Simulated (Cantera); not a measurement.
**SiO2 + CO + CH4 (carbothermic reduction)**

Charge: 1 mol SiO2, 4.1 mol CO, 1.3 mol CH4, equilibrated at 2300 K.

These are equilibrium values from Cantera (NASA tables, ideal gas, pure condensed phases), not measurements of a reactor. Candidate condensed phases: C, C6H6, C7H8, C8H18, H2O, Si, SiC, SiO2; 123 gas species. Gases not in the tables: Si2H6 and higher silanes. Rates play no part.

| P (Pa) | x CO | x H | x H2 | x SiO | x Si | n SiC(s) |
|---|---|---|---|---|---|---|
| 10 | 0.510 | 0.300 | 0.0958 | 0.0661 | 0.0283 | 0 |
| 68 | 0.552 | 0.160 | 0.186 | 0.0716 | 0.0305 | 0 |
| 460 | 0.579 | 0.0704 | 0.244 | 0.0757 | 0.0303 | 0 |
| 3200 | 0.593 | 0.0284 | 0.276 | 0.0882 | 0.0124 | 0.0742 |
| 22000 | 0.600 | 0.0111 | 0.291 | 0.0960 | 0.00187 | 0.137 |
| 150000 | 0.602 | 0.00430 | 0.296 | 0.0974 | 0.000275 | 0.147 |
| 1000000 | 0.603 | 0.00167 | 0.297 | 0.0976 | 4.13e-5 | 0.149 |
x: gas mole fraction; n: condensed amount in mol.

From 10.0 Pa to 460 Pa nothing is condensed. From 3200 Pa to 1000000 Pa the condensed part is SiC(s). The main Si-bearing gas is SiO throughout.
